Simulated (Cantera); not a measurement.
Charge: 1 mol SiO2, 40 mol H2, held at 1748.15 K and 5.10 bar.

Cantera equilibrium calculation (NASA polynomials, part measured and part estimated; ideal gas, pure solids and liquids). Candidate condensed phases: H2O, Si, SiO2; 18 gas species. The tables hold silica as quartz up to 1696 K and as liquid above; real silica turns to tridymite and cristobalite and melts near 1996 K. Kinetics and transport are ignored.

Task: What is the equilibrium state?

Result: 
| Property | Value |
|---|---|
| x(H2) | 0.999 |
| x(H2O) | 0.000389 |
| x(SiO) | 0.000389 |
| x(H) | 0.000101 |
| n(SiO2(condensed)) | 0.984 mol |
| gas amount | 40.02 mol |
| log10 activity of Si(l) (absent) | -2.13 |
